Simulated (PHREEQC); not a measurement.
Make-up at 25 °C: 2.6 mmol/kgw NaHSO4. Closed to the air; pH follows from the charge balance.

Computed with PHREEQC (ion-association model, phreeqc.dat).

```json
{
  "pH": "2.68",
  "ionic_strength": "0.00706 mol/kgw",
  "specific_conductance": "1200 µS/cm",
  "total_alkalinity": "-2.60 meq/kg"
}
```

| species | molality | activity | log γ |
|---|---|---|---|
| Na+ | 0.00258 | 0.00236 | -0.038 |
| H+ | 0.00225 | 0.00208 | -0.034 |
| SO4-2 | 0.00223 | 0.00158 | -0.151 |
| HSO4- | 0.000348 | 0.000319 | -0.038 |
| NaSO4- | 2.03e-5 | 1.87e-5 | -0.037 |

This is a speciation only: nothing precipitates in the calculation. Complexes and solids missing from the database can't appear.
